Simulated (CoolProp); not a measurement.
Vapour-liquid equilibrium of R125 (1) + propylene (2) at 0.642 MPa; x and y are mole fractions of (1).

Model: multi-fluid Helmholtz-energy mixture model, Lemmon 2005 and Lemmon 2013; pair parameters Bell 2016, in CoolProp.

| x | bubble temperature, mixture model (K) | bubble temperature, Raoult's law (K) | y, mixture model | y, Raoult's law |
|---|---|---|---|---|
| 0.05 | 273.6 | 276.1 | 0.112 | 0.057 |
| 0.2 | 268.8 | 275.3 | 0.318 | 0.224 |
| 0.35 | 266.7 | 274.6 | 0.435 | 0.383 |
| 0.5 | 266.0 | 273.9 | 0.524 | 0.535 |
| 0.65 | 266.1 | 273.2 | 0.613 | 0.681 |
| 0.8 | 267.3 | 272.6 | 0.729 | 0.821 |
| 0.95 | 270.2 | 272.0 | 0.912 | 0.956 |

The largest gap from Raoult's law is -7.9 K in bubble temperature, at x = 0.5. y crosses x between x = 0.5 and 0.65: the model has an azeotrope there.

The pair parameters rest on a limited set of measurements; away from them the model extrapolates.
